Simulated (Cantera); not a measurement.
Feed: 1 mol SiH₂Cl₂, 0.2 mol N₂, 22 mol H₂, held at 0.263 Torr.

These are equilibrium values from Cantera (NASA tables, ideal gas, pure condensed phases), not measurements of a reactor. Candidate condensed phases: NH₄Cl, Si, Si₃N₄; 28 gas species. N₂ is the only nitrogen source here; it is nearly inert below about 1500 K, so the nitride shown seldom forms there in practice. Mutual solubility and eutectic melting of coexisting phases are not modelled. The tables' values for SiCl₃ are old estimates; treat these amounts as uncertain. Rates play no part.

x: gas mole fraction; n: condensed amount in mol.

| T (K) | x H₂ | x HCl | x SiCl₄ | x SiCl₂ | x SiHCl₃ | x SiCl₃ | n Si(s) | n Si₃N₄(s) |
|---|---|---|---|---|---|---|---|---|
| 723 | 0.976 | 0.00218 | 0.0188 | 3.80e-6 | 0.00252 | 1.69e-5 | 0.198 | 0.100 |
| 773 | 0.975 | 0.00466 | 0.0182 | 2.09e-5 | 0.00240 | 5.13e-5 | 0.212 | 0.100 |
| 823 | 0.971 | 0.00898 | 0.0172 | 9.13e-5 | 0.00224 | 0.000132 | 0.238 | 0.100 |
| 873 | 0.966 | (withheld) | (withheld) | (withheld) | (withheld) | 0.000292 | (withheld) | 0.100 |
| 923 | 0.959 | (withheld) | (withheld) | (withheld) | (withheld) | 0.000550 | (withheld) | 0.100 |
| 973 | 0.949 | 0.0373 | 0.00895 | 0.00235 | 0.00128 | 0.000856 | 0.380 | 0.1000 |
| 1023 | 0.939 | 0.0491 | 0.00502 | 0.00456 | 0.000813 | 0.00104 | 0.427 | 0.1000 |
| 1073 | 0.932 | 0.0575 | 0.00205 | 0.00690 | 0.000408 | 0.000941 | 0.453 | 0.1000 |
| 1123 | 0.929 | 0.0612 | 0.000655 | 0.00853 | 0.000170 | 0.000670 | 0.460 | 0.0999 |
| 1173 | 0.928 | 0.0621 | 0.000194 | 0.00947 | 6.75e-5 | 0.000432 | 0.457 | 0.0996 |
| 1223 | 0.927 | 0.0620 | 5.96e-5 | 0.0101 | 2.75e-5 | 0.000275 | 0.455 | 0.0980 |

Problem. Fill in the missing entries.

Solution. 
- 923, x HCl: 0.0254
- 923, x SiCl₄: 0.0126
- 923, x SiCl₂: 0.000967
- 923, x SiHCl₃: 0.00170
- 923, n Si(s): 0.325
- 873, x HCl: 0.0158
- 873, x SiCl₄: 0.0153
- 873, x SiCl₂: 0.000327
- 873, x SiHCl₃: 0.00201
- 873, n Si(s): 0.275
